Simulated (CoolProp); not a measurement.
Vapour-liquid equilibrium of R134a (1) + R124 (2) at 468 kPa; x and y are mole fractions of (1).

The numbers come from the multi-fluid Helmholtz-energy mixture model, Tillner-Roth 1994 and de Vries 1995; pair parameters Bell 2016 in CoolProp.

```tsv
x	bubble temperature (K)	y at the bubble point	dew temperature at overall composition x (K)	liquid density (mol/L)
0.05	303.3	0.085	304.0	9.871
0.15	300.6	0.236	302.2	10.10
0.25	298.2	0.365	300.3	10.32
0.35	296.1	0.477	298.5	10.55
0.45	294.2	0.575	296.6	10.79
0.55	292.5	0.663	294.7	11.03
0.65	291.0	0.744	292.8	11.28
0.75	289.7	0.820	290.9	11.53
0.85	288.4	0.893	289.2	11.80
0.95	287.3	0.964	287.6	12.09
```

No azeotrope shows between x = 0.05 and 0.95.

Pair parameters are fitted to limited data, so mixtures are less certain than the pure fluids.
